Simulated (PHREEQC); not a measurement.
Consider water at 25 °C with 9.2 mmol/kgw Cu(NO3)2 and 75 mmol/kgw FeCl3. Closed to the air; pH follows from the charge balance.

All values are PHREEQC results (ion-association model, phreeqc.dat), not measurements.

This is a speciation only: nothing precipitates in the calculation.

Estimate the pH, ionic strength.

pH 1.90; ionic strength 0.339 mol/kgw.

In which forms is Cl present?

Cl- 80 %, FeCl+2 14 %, FeCl2+ 5.4 % of the Cl.

The solution is supersaturated, for example in Hematite (slow to form), Goethite (slow to form), so a real one may precipitate; this is no full list.
